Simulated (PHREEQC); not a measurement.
A PHREEQC speciation (ion-association model, phreeqc.dat) at 70 °C gives pH 5.49 and these molalities:

```json
[
 {"species": "SO4-2", "mol/kgw": "0.0351"},
 {"species": "Cd+2", "mol/kgw": "0.0326"},
 {"species": "CdSO4", "mol/kgw": "0.0317"},
 {"species": "FeSO4", "mol/kgw": "0.0128"},
 {"species": "Fe+2", "mol/kgw": "0.0122"},
 {"species": "Cd(SO4)2-2", "mol/kgw": "0.00968"},
 {"species": "HSO4-", "mol/kgw": "1.28e-5"},
 {"species": "FeOH+", "mol/kgw": "9.44e-6"},
 {"species": "CdOH+", "mol/kgw": "5.96e-6"},
 {"species": "H+", "mol/kgw": "4.09e-6"}
]
```

Problem. What are the element totals, and what could have been dissolved in 1 kg of water to give them?

Solution. This is not unique; one that fits is totals Cd 0.0740, Fe(2) 0.0250, S(6) 0.0990 mol/kgw, from 0.074 mol CdSO4 and 0.025 mol FeSO4 per kg of water.

No solid was allowed to form. Constants without temperature data keep their 25 °C values here.
